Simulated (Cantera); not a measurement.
Feed: 1 mol SiH₄, 1.9 mol NH₃, at 1848 K and 13300 Pa.

These are equilibrium values from Cantera (NASA tables, ideal gas, pure condensed phases), not measurements of a reactor. Candidate condensed phases: Si, Si₃N₄; 18 gas species. Mutual solubility and eutectic melting of coexisting phases are not modelled. Gases not in the tables: Si₂H₆ and higher silanes. The numbers say what is thermodynamically allowed, not how fast it happens.

Base state: H₂ 0.857, N₂ 0.142, H 0.00134, Si 4.71e-5, SiH₂ 3.57e-5, SiH 1.59e-5 (mole fractions); condensed: Si(l) + Si₃N₄(s).

What changes in the equilibrium state with this change: pressure from 13300 Pa to 8600 Pa?


| species | before | after |
|---|---|---|
| H₂ | 0.857 | 0.835 |
| N₂ | 0.142 | 0.164 |
| H | 0.00134 | 0.00165 |
| Si | 4.71e-5 | 7.29e-5 |
| SiH | 1.59e-5 | 1.95e-5 |
| SiH₂ | 3.57e-5 | 3.47e-5 |
| Si(l), mol | 0.775 | 0.999 |
| Si₃N₄(s), mol | 0.0748 | 0 |
